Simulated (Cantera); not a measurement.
A perfectly stirred reactor is fed with CH4 : O2 : N2 = 0.006 : 0.011 : 1 (molar parts), equivalence ratio 1.1, at 2780 Torr; it is held at 1123 K, and followed from long to short residence time.

Detailed kinetics in Cantera: GRI-Mech 3.0 (53 species, 325 reactions).

### Question
Predict: x(CH4) at τ = 6.90 s; x(O2) at τ = 6.90 s; x(OH) at τ = 6.90 s; x(O) at τ = 6.90 s; x(C2H4) at τ = 6.90 s; x(CH4) at τ = 48.0 ms; x(O2) at τ = 48.0 ms; x(C2H4) at τ = 48.0 ms.

### Answer
```json
{
 "x(CH4) at τ = 6.90 s": "0.000276",
 "x(O2) at τ = 6.90 s": "0.000715",
 "x(OH) at τ = 6.90 s": "3.36e-8",
 "x(O) at τ = 6.90 s": "1.65e-8",
 "x(C2H4) at τ = 6.90 s": "2.11e-5",
 "x(CH4) at τ = 48.0 ms": "0.00590",
 "x(O2) at τ = 48.0 ms": "0.0108",
 "x(C2H4) at τ = 48.0 ms": "5.88e-9"
}
```
